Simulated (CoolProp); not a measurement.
Properties of R404A along the isotherm 8.55 °C (Tc = 72.1 °C, pc = 3.735 MPa, ω = 0.293).

Computed with CoolProp (reference Helmholtz-energy equation of state, Lemmon 2003). It is a pseudo-pure fit of the blend.

```csv
p (MPa),phase,cp (kJ/(kg K)),Joule-Thomson coefficient (K/MPa),isothermal compressibility (1/MPa),viscosity (µPa s),conductivity (mW/(m K))
0.0177,gas,0.8352,21.12,56.70,11.6,12.1
0.0403,gas,0.8396,21.15,25.02,11.6,12.2
0.0918,gas,0.8496,21.21,11.10,11.6,12.2
0.209,gas,0.8737,21.43,5.008,11.6,12.4
0.475,gas,0.9394,22.33,2.371,11.7,12.8
1.08,liquid,1.425,0.03551,0.006714,159,74.0
2.46,liquid,1.404,-0.006053,0.006066,164,75.0
5.6,liquid,1.368,-0.07738,0.005018,176,77.1
```

Viscosity comes from a separate model (Geller 2000). Thermal conductivity comes from a separate model (Geller 2001).
